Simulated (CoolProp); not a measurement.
Vapour-liquid equilibrium of isobutane (1) + isobutene (2) at 126 kPa; x and y are mole fractions of (1).

Model: multi-fluid Helmholtz-energy mixture model, Bücker 2006 and Lemmon 2005; pair parameters Bell 2016, in CoolProp.

Give the bubble temperature and the first vapour's composition at x = 0.05, 0.35, 0.85. Is there an azeotrope?

x = 0.05: 271.5 K, y = 0.062; x = 0.35: 269.7 K, y = 0.393; x = 0.85: 267.6 K, y = 0.865. No azeotrope shows between x = 0.05 and 0.95.

Pair parameters are fitted to limited data, so mixtures are less certain than the pure fluids.
